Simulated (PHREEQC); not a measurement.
Synthetic water in mmol/kgw, 25 °C, pH 3.09, pe 12.9:

```
constituent  mmol/kgw
-----------  --------
Na               1.53
K               0.253
Ca               1.56
Mg               1.01
Cl              0.848
S(6)             6.33
Cu(2)          0.0102
Al               2.02
Zn            0.00142
F               0.128
Fe(3)         0.00703
```

Valence states are taken as typed.

The numbers come from PHREEQC with the ion-association model, wateq4f.dat.

Task: The ionic strength comes out as 0.0166 mol/kgw. What activity coefficients do K+, AlSO4+, Al(SO4)2-, AlF+2, HSO4- get?

Result: K+ 0.88, AlSO4+ 0.88, Al(SO4)2- 0.88, AlF+2 0.61, HSO4- 0.88.

No solid was allowed to form. The solution is supersaturated, for example in Hematite (slow to form), Goethite (slow to form), so a real one may precipitate; this is no full list. Species that the database lacks are ignored. Fluoro complexes past AlF4- and FeF3 are missing from the database.
